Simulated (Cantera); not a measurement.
Feed: 1 mol n-butane, 81 mol H2, at 14.0 Pa.

Method: chemical equilibrium by Gibbs-energy minimisation in Cantera with the NASA 1993 tables (ideal gas, pure condensed phases). Candidate condensed phases: C, C6H6, C7H8, C8H18; 76 gas species. Rates play no part.

x: gas mole fraction; n: condensed amount in mol.

```
T (K)    x H2      x H       x C      x C3     x CH4  x C2H2 (acetylene)      x C2  n C(graphite)
-----  ------  -------  --------  --------  --------  ------------------  --------  -------------
675     0.998   <1e-12    <1e-12    <1e-12   0.00203              <1e-12    <1e-12           3.83
875     1.000  4.24e-9    <1e-12    <1e-12   6.11e-5          (withheld)    <1e-12           3.99
1075    1.000  1.24e-6    <1e-12    <1e-12   6.31e-6          (withheld)    <1e-12           4.00
1275    1.000  6.23e-5    <1e-12    <1e-12   1.30e-6          (withheld)    <1e-12           4.00
1475    0.999  0.00110    <1e-12    <1e-12   4.06e-7          (withheld)    <1e-12           4.00
1675    0.990  0.00976  5.04e-11  1.34e-11   1.65e-7          (withheld)  1.09e-12           3.99
1875    0.946   0.0539   1.23e-8   7.38e-9   7.59e-8          (withheld)  6.13e-10           3.95
2075    0.798    0.201   1.03e-6   1.17e-6   3.12e-8          (withheld)   1.00e-7           3.81
2275    0.494    0.504   3.96e-5   7.49e-5   7.68e-9             0.00188   6.62e-6           3.52
2475    0.182    0.812  0.000840   0.00240  7.27e-10             0.00177  0.000220           2.08
2675   0.0465    0.941   0.00543   0.00506  1.69e-11          (withheld)  0.000998              0
2875   0.0118    0.970    0.0153   0.00173    <1e-12          (withheld)   0.00117              0
```

Question: Some entries are withheld; supply them.

Answer: 
- 875, x C2H2 (acetylene): 2.38e-11
- 1075, x C2H2 (acetylene): 7.52e-9
- 1275, x C2H2 (acetylene): 3.84e-7
- 1475, x C2H2 (acetylene): 6.66e-6
- 1675, x C2H2 (acetylene): 5.75e-5
- 1875, x C2H2 (acetylene): 0.000300
- 2075, x C2H2 (acetylene): 0.000990
- 2675, x C2H2 (acetylene): 0.000233
- 2875, x C2H2 (acetylene): 1.07e-5
